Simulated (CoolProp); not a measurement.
Vapour-liquid equilibrium of CF4 (R14) (1) + R13 (2) at 1.93 bar; x and y are mole fractions of (1).

Computed with CoolProp (multi-fluid Helmholtz-energy mixture model, Platzer 1990 and Platzer 1990; pair parameters Bell 2016). This equation is an older, rougher fit; its heat capacities, sound speeds and derivatives of the liquid may be far off and weren't checked against measurements.

Question: Give the bubble temperature and the first vapour's composition at x = 0.25, 0.45, 0.65. Is there an azeotrope?

Answer: x = 0.25: -98.8 °C, y = 0.846; x = 0.45: -107.2 °C, y = 0.932; x = 0.65: -112.1 °C, y = 0.966. No azeotrope shows between x = 0.05 and 0.95.

Pair parameters are fitted to limited data, so mixtures are less certain than the pure fluids.
